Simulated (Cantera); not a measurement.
Feed: 1 mol SiC, 0.025 mol C, 0.59 mol H2, at 1523.15 K and 140000 Pa.

Equilibrium computed with Cantera from the NASA thermochemical tables; the gas is ideal and each condensed phase is pure. Candidate condensed phases: C, C6H6, C7H8, C8H18, Si, SiC; 87 gas species. Kinetics and transport are ignored.

Base state: H2 0.997, CH4 0.00320, H 1.95e-5, C2H2 (acetylene) 1.18e-5 (mole fractions); condensed: C(graphite) + SiC(s).

What changes in the equilibrium state with this change: temperature from 1523.15 K to 2675 K?


```
species            before     after
----------------  -------  --------
H2                  0.997     0.929
H                 1.95e-5    0.0421
C2H2 (acetylene)  1.18e-5    0.0200
Si                  <1e-9   0.00405
SiC2                <1e-9   0.00168
SiH                 <1e-9  0.000951
Si2C                <1e-9  0.000879
C(graphite), mol   0.0231   0.00291
SiC(s), mol          1.00     0.994
```
Gases not in the tables: Si2H6 and higher silanes.
